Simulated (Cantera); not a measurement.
Thermodynamics of iron carbonyl, mercury and lead vapours, feed Hg + H2

Feed: 1 mol Hg, 2.2 mol H2, equilibrated at 500 K and 5.40 bar.

Cantera equilibrium calculation (NASA polynomials, part measured and part estimated; ideal gas, pure solids and liquids). Candidate condensed phases: Hg; 3 gas species. Rates play no part.

| Item | Result |
|---|---|
| x(H2) | 0.990 |
| x(Hg) | 0.00962 |
| n(Hg(l)) | 0.979 mol |
| gas amount | 2.221 mol |
